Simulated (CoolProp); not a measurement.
Vapour-liquid equilibrium of R13 (1) + n-butane (2) at 0.02 MPa; x and y are mole fractions of (1).

The numbers come from the multi-fluid Helmholtz-energy mixture model, Platzer 1990 and Bücker 2006; pair parameters Bell 2016 in CoolProp. This equation is an older, rougher fit; its heat capacities, sound speeds and derivatives of the liquid may be far off and weren't checked against measurements.

```csv
x,bubble temperature (K),y at the bubble point,dew temperature at overall composition x (K),liquid density (mol/L)
0.05,197.9,0.920,235.4,11.75
0.125,183.0,0.980,233.9,12.20
0.2,177.3,0.989,232.3,12.51
0.275,174.4,0.992,230.5,12.78
0.35,172.7,0.994,228.6,13.03
0.425,171.6,0.995,226.5,13.28
0.5,170.8,0.995,224.1,13.54
0.575,170.2,0.996,221.5,13.80
0.65,169.6,0.996,218.4,14.06
0.725,168.9,0.997,214.7,14.34
0.8,168.3,0.998,210.1,14.62
0.875,167.5,0.998,203.6,14.92
0.95,166.6,0.999,192.4,15.24
```

No azeotrope shows between x = 0.05 and 0.95.

The pair parameters rest on a limited set of measurements; away from them the model extrapolates. With so large a gap from Raoult's law the liquid may split in two, which this calculation doesn't test in full.
